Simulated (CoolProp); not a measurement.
Vapour-liquid equilibrium of methanol (1) + dimethyl carbonate (2) at 191.15 °C; x and y are mole fractions of (1).

The numbers come from the multi-fluid Helmholtz-energy mixture model, de Reuck 1993 and Zhou 2011; pair parameters Bell 2016 in CoolProp.

### Question
Give the bubble pressure and the first vapour's composition at x = 0.65, 0.8, 0.95. Is there an azeotrope?

### Answer
x = 0.65: 2.897 MPa, y = 0.766; x = 0.8: 3.145 MPa, y = 0.857; x = 0.95: 3.346 MPa, y = 0.960. No azeotrope shows between x = 0.05 and 0.95.

Pair parameters are fitted to limited data, so mixtures are less certain than the pure fluids.
